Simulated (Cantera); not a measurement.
Feed: 1 mol Si₂H₆, 3.1 mol NO, 37 mol H₂, 0.072 mol O₃, equilibrated at 1327 °C and 0.00250 bar.

Method: chemical equilibrium by Gibbs-energy minimisation in Cantera with the NASA 1993 tables (ideal gas, pure condensed phases). Candidate condensed phases: H₂O, Si, SiO₂, Si₂N₂O, Si₃N₄; 35 gas species. The feed counts by its element totals alone. The tables hold silica as quartz up to 1696 K and as liquid above; real silica turns to tridymite and cristobalite and melts near 1996 K. Kinetics and transport are ignored.

Base state: H₂ 0.945, N₂ 0.0367, SiO 0.0168, H 0.00106, H₂O 0.000579 (mole fractions); condensed: SiO₂(β-quartz).

What changes in the equilibrium state with this change: pressure from 0.00250 bar to 0.00400 bar?


```json
[
 {"species": "H₂", "before": "0.945", "after": "0.946"},
 {"species": "N₂", "before": "0.0367", "after": "0.0367"},
 {"species": "SiO", "before": "0.0168", "after": "0.0165"},
 {"species": "H", "before": "0.00106", "after": "0.000836"},
 {"species": "H₂O", "before": "0.000579", "after": "0.000366"},
 {"species": "SiO₂(β-quartz), mol", "before": "1.29", "after": "1.30"}
]
```
